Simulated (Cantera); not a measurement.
## Premixed flame

A freely propagating, adiabatic, planar premixed flame of CH₄ : C₂H₆ : C₃H₈ : O₂ : N₂ = 1 : 1.2 : 1.5 : 13.7 : 51.5 (molar parts), equivalence ratio 1.0, unburnt at 675 K and 4430 Torr; mixture-averaged transport, grid criteria slope 0.08 and curve 0.16, no radiation.

Cantera simulation using GRI-Mech 3.0 (53 species, 325 reactions); the numbers are that mechanism's predictions, not measurements. GRI-Mech 3.0 was tuned for natural gas; its chemistry of propane as a main component is partial and can be far from experiment. Burning velocities carry a grid error of a few per cent, more on coarse grids.

```csv
z (mm),T (K),u (m/s),x CH₄,x C₂H₆,x C₃H₈,x O₂,x CO₂,x H₂O₂
-0.186,675,1.22,0.0145,0.0174,0.0218,0.199,4.69e-7,7.75e-8
-0.124,677,1.22,0.0144,0.0174,0.0217,0.198,6.89e-6,8.32e-7
-0.0931,685,1.24,0.0143,0.0173,0.0217,0.197,4.12e-5,3.81e-6
-0.0621,734,1.34,0.0139,0.0169,0.0213,0.191,0.000391,2.30e-5
-0.0310,1065,1.98,0.0116,0.0125,0.0161,0.157,0.00459,9.99e-5
-0.0155,1468,2.80,0.00854,0.00565,0.00604,0.114,0.0128,5.66e-5
0,1877,3.64,0.00325,0.000372,0.000164,0.0662,0.0275,3.99e-6
0.0155,2073,4.02,0.000361,1.30e-6,9.83e-8,0.0384,0.0444,1.11e-6
0.0310,2150,4.14,1.93e-5,<1e-8,<1e-8,0.0276,0.0575,7.85e-7
0.0621,2240,4.28,6.97e-8,<1e-8,<1e-8,0.0206,0.0709,6.06e-7
0.124,2336,4.44,<1e-8,<1e-8,<1e-8,0.0160,0.0797,4.52e-7
0.248,2417,4.57,<1e-8,<1e-8,<1e-8,0.0124,0.0856,3.43e-7
0.497,2472,4.66,<1e-8,<1e-8,<1e-8,0.00977,0.0903,2.78e-7
```
x: mole fraction of selected species; z is measured from the peak of heat release.

```json
{
 "laminar_burning_velocity": "121 cm/s",
 "thermal_thickness": "0.0621 mm",
 "peak x(H₂O₂)": "0.000103",
 "grid_points": "152"
}
```
